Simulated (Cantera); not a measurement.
A Cantera script and what it prints.

```python
import numpy as np
import cantera as ct

gas_names = """
    CL CL2 H HCL H2 N NH NH2 NH3 N2 N2H2 N2H4 Si SiCL SiCL2 SiCL3 SiCL4 SiH SiHCL3 SiH2 SiH2CL2 SiH3
    SiH3CL SiH4 SiN Si2 Si2N Si3
""".split()
cond_names = """
    NH4CL(a) NH4CL(b) Si(cr) Si(L) Si3N4(a)
""".split()


# ... load() reads the species with a 1 bar reference pressure and builds the phases ...
atoms = {
    'SiHCl3': {'Si': 1, 'H': 1, 'CL': 3},
    'HCl': {'H': 1, 'CL': 1},
    'N2': {'N': 2},
}
top_T = {'Si3N4(a)': 2400}  # K; cautious upper limits of use, not melting points


# ... equilibrate(T, P, feed) seeds the gas with the atoms and calls Mixture.equilibrate('TP', solver="vcs", rtol=1e-11, max_steps=5000) ...
results = []
feed = {'SiHCl3': 1, 'HCl': 0.13, 'N2': 11}  # mol
P = 500  # Pa
for T in [898, 973, 1048, 1123, 1198, 1273, 1348, 1423, 1498, 1573]:
    mix = equilibrate(T, P, feed)
    results.append((T, P, feed, dict(zip(mix.species_names, mix.species_moles))))

top = {s: max(r[3][s] / sum(r[3][g] for g in gas_names) for r in results) for s in gas_names}
cols = sorted((s for s in top if top[s] > 1e-06), key=lambda s: -top[s])[:9]
seen = [c for c in cond_names if any(r[3].get(c, 0) > 1e-12 for r in results)]
print("log10 of partial pressures in bar; condensed amounts in mol")
print(f"{'T/K':>10s}" + "".join(f"{s[:9]:>10s}" for s in cols + seen))
for T, P, feed, n in results:
    ng = sum(n[g] for g in gas_names)
    print(f"{T:10.4g}" + "".join(f"{np.log10(max(n[s] / ng * P / 1e5, 1e-99)):10.3f}" for s in cols)
          + "".join(f"{n.get(c, 0):10.4g}" for c in seen))
```

It prints:

```
log10 of partial pressures in bar; condensed amounts in mol
       T/K        N2       HCL     SiCL2     SiCL4     SiCL3        H2        CL    SiHCL3         H  Si3N4(a)
       898    -2.361    -3.422    -9.415    -3.650    -7.375    -4.392   -11.197    -7.176   -12.157      0.15
       973    -2.361    -3.411    -8.149    -3.655    -6.631    -4.444   -10.181    -6.939   -11.188    0.1519
      1048    -2.361    -3.403    -7.069    -3.660    -5.996    -4.490    -9.310    -6.737   -10.357    0.1531
      1123    -2.361    -3.398    -6.137    -3.667    -5.449    -4.529    -8.555    -6.565    -9.635    0.1534
      1198    -2.362    -3.394    -5.330    -3.685    -4.981    -4.560    -7.897    -6.421    -9.001    0.1512
      1273    -2.363    -3.394    -4.636    -3.734    -4.593    -4.576    -7.324    -6.314    -8.435    0.1408
      1348    -2.366    -3.402    -4.069    -3.871    -4.320    -4.560    -6.837    -6.274    -7.916    0.1094
      1423    -2.371    -3.428    -3.670    -4.209    -4.238    -4.472    -6.456    -6.363    -7.414   0.04866
      1498    -2.374    -3.455    -3.494    -4.716    -4.357    -4.381    -6.123    -6.629    -6.956         0
      1573    -2.376    -3.428    -3.474    -4.980    -4.437    -4.527    -5.656    -6.956    -6.654         0
```

Method: chemical equilibrium by Gibbs-energy minimisation in Cantera with the NASA 1993 tables (ideal gas, pure condensed phases). N2 is the only nitrogen source here; it is nearly inert below about 1500 K, so the nitride shown seldom forms there in practice. The tables' values for SiCl3 are old estimates; treat these amounts as uncertain.
